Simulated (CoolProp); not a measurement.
c-C4F8 (RC318) along the isotherm 0.65 °C: Z from the reference equation and from simpler models built on Tc = 115.2 °C, pc = 2.778 MPa, ω = 0.355; each cubic takes its own stable root.

Computed with CoolProp (reference Helmholtz-energy equation of state, Platzer 1990). This equation is an older, rougher fit; its heat capacities, sound speeds and derivatives of the liquid may be far off and weren't checked against measurements.

```
p (MPa)   phase  reference  Redlich-Kwong  Soave-Redlich-Kwong
-------  ------  ---------  -------------  -------------------
0.022       gas     0.9916         0.9928               0.9917
0.0322      gas     0.9877         0.9895               0.9878
0.0473      gas     0.9818         0.9844               0.9820
0.0694      gas     0.9729         0.9770               0.9734
0.102       gas     0.9595         0.9659               0.9604
0.15     liquid   0.008282         0.9492             0.008790
0.22     liquid    0.01214         0.9237              0.01289
0.322    liquid    0.01777        0.01997              0.01885
0.473    liquid    0.02609        0.02929              0.02767
0.694    liquid    0.03825        0.04289              0.04055
1.02     liquid    0.05617        0.06285              0.05949
1.5      liquid    0.08248        0.09205              0.08726
2.2      liquid     0.1207         0.1342               0.1275
3.22     liquid     0.1762         0.1950               0.1857
4.73     liquid     0.2577         0.2834               0.2709
6.94     liquid     0.3760         0.4102               0.3938
```

At some of these states Redlich-Kwong gives the other phase, because its saturation line lies elsewhere.
